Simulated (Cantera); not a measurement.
Adiabatic ignition

An adiabatic, constant-pressure homogeneous reactor starts with CH4 : H2 : O2 : N2 = 1 : 0.033 : 2.49 : 9.36 (molar parts), equivalence ratio 0.81, at 1075 K and 3.60 bar.

Cantera simulation using GRI-Mech 3.0 (53 species, 325 reactions); the numbers are that mechanism's predictions, not measurements.

| t (s) | T (K) | x CH4 | x H2 | x O2 | x O | x HO2 | x C2H4 |
|---|---|---|---|---|---|---|---|
| 2.00e-6 | 1075 | 0.0776 | 0.00256 | 0.193 | <1e-12 | 3.76e-10 | <1e-12 |
| 5.22e-6 | 1075 | 0.0776 | 0.00256 | 0.193 | 1.19e-12 | 9.85e-10 | <1e-12 |
| 1.36e-5 | 1075 | 0.0776 | 0.00256 | 0.193 | 1.67e-12 | 2.58e-9 | <1e-12 |
| 3.56e-5 | 1075 | 0.0776 | 0.00256 | 0.193 | 2.95e-12 | 6.77e-9 | <1e-12 |
| 9.28e-5 | 1075 | 0.0776 | 0.00256 | 0.193 | 6.42e-12 | 1.79e-8 | <1e-12 |
| 0.000242 | 1075 | 0.0776 | 0.00256 | 0.193 | 1.66e-11 | 4.85e-8 | <1e-12 |
| 0.000632 | 1075 | 0.0776 | 0.00256 | 0.193 | 5.33e-11 | 1.41e-7 | 1.79e-11 |
| 0.00165 | 1075 | 0.0776 | 0.00256 | 0.193 | 2.80e-10 | 5.11e-7 | 8.36e-10 |
| 0.00431 | 1075 | 0.0776 | 0.00256 | 0.193 | 1.36e-9 | 1.44e-6 | 5.62e-8 |
| 0.0112 | 1076 | 0.0774 | 0.00254 | 0.193 | 2.24e-9 | 2.37e-6 | 8.32e-7 |
| 0.0294 | 1089 | 0.0756 | 0.00262 | 0.192 | 1.38e-8 | 1.10e-5 | 3.31e-5 |
| 0.0766 | 2519 | <1e-12 | 0.00277 | 0.0345 | 0.00156 | 6.50e-6 | <1e-12 |
| 0.200 | 2519 | <1e-12 | 0.00277 | 0.0345 | 0.00156 | 6.50e-6 | <1e-12 |
x: mole fraction; the columns are a selection and need not sum to one.

| Quantity | Result |
|---|---|
| time of steepest temperature rise | 36.5 ms |
| temperature at 0.200 s | 2519 K |
| equilibrium temperature | 2519 K |
| x(CH4) at 0.200 s | <1e-12 (gas-phase equilibrium <1e-12) |
| x(H2) at 0.200 s | 0.00277 (gas-phase equilibrium 0.00277) |
| x(O2) at 0.200 s | 0.0345 (gas-phase equilibrium 0.0345) |
